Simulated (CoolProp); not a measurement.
Saturation properties of nitrous oxide.

Computed with CoolProp (reference Helmholtz-energy equation of state, Lemmon 2006). It is a short technical equation, of lower accuracy than the large ones.

```tsv
T (K)	p (kPa)	liquid cp (kJ/(kg K))	vapour Z
212.6	419.7	1.765	0.9283
219.7	564.7	1.787	0.9118
226.8	744.6	1.815	0.8933
234	967.4	1.849	0.8722
241.1	1232	1.890	0.8491
248.2	1546	1.941	0.8236
255.3	1915	2.006	0.7954
262.4	2344	2.089	0.7642
269.5	2840	2.200	0.7297
276.7	3416	2.358	0.6905
283.8	4064	2.594	0.6467
290.9	4800	3.000	0.5957
298	5633	3.884	0.5331
```

It boils at 184.7 K under 1 atm.
